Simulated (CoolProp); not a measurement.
Vapour-liquid equilibrium of propane (1) + dimethyl ether (2) at 0.58 MPa; x and y are mole fractions of (1).

The numbers come from the multi-fluid Helmholtz-energy mixture model, Lemmon 2009 and Wu 2011; pair parameters Bell 2016 in CoolProp.

```json
[
 {"x": "0.05", "bubble temperature (°C)": "21.8", "y at the bubble point": "0.110", "dew temperature at overall composition x (°C)": "23.2", "liquid density (mol/L)": "14.26"},
 {"x": "0.125", "bubble temperature (°C)": "18.6", "y at the bubble point": "0.242", "dew temperature at overall composition x (°C)": "21.4", "liquid density (mol/L)": "14.06"},
 {"x": "0.2", "bubble temperature (°C)": "16.0", "y at the bubble point": "0.345", "dew temperature at overall composition x (°C)": "19.6", "liquid density (mol/L)": "13.85"},
 {"x": "0.275", "bubble temperature (°C)": "14.0", "y at the bubble point": "0.429", "dew temperature at overall composition x (°C)": "17.8", "liquid density (mol/L)": "13.63"},
 {"x": "0.35", "bubble temperature (°C)": "12.3", "y at the bubble point": "0.499", "dew temperature at overall composition x (°C)": "15.9", "liquid density (mol/L)": "13.42"},
 {"x": "0.425", "bubble temperature (°C)": "10.9", "y at the bubble point": "0.560", "dew temperature at overall composition x (°C)": "14.1", "liquid density (mol/L)": "13.20"},
 {"x": "0.5", "bubble temperature (°C)": "9.8", "y at the bubble point": "0.616", "dew temperature at overall composition x (°C)": "12.3", "liquid density (mol/L)": "12.99"},
 {"x": "0.575", "bubble temperature (°C)": "8.9", "y at the bubble point": "0.668", "dew temperature at overall composition x (°C)": "10.6", "liquid density (mol/L)": "12.79"},
 {"x": "0.65", "bubble temperature (°C)": "8.2", "y at the bubble point": "0.719", "dew temperature at overall composition x (°C)": "9.2", "liquid density (mol/L)": "12.59"},
 {"x": "0.725", "bubble temperature (°C)": "7.5", "y at the bubble point": "0.770", "dew temperature at overall composition x (°C)": "8.1", "liquid density (mol/L)": "12.41"},
 {"x": "0.8", "bubble temperature (°C)": "7.1", "y at the bubble point": "0.825", "dew temperature at overall composition x (°C)": "7.3", "liquid density (mol/L)": "12.22"},
 {"x": "0.875", "bubble temperature (°C)": "6.8", "y at the bubble point": "0.884", "dew temperature at overall composition x (°C)": "6.8", "liquid density (mol/L)": "12.05"},
 {"x": "0.95", "bubble temperature (°C)": "6.7", "y at the bubble point": "0.950", "dew temperature at overall composition x (°C)": "6.7", "liquid density (mol/L)": "11.89"}
]
```

y crosses x between x = 0.875 and 0.95: the model has an azeotrope there.

The pair parameters rest on a limited set of measurements; away from them the model extrapolates.
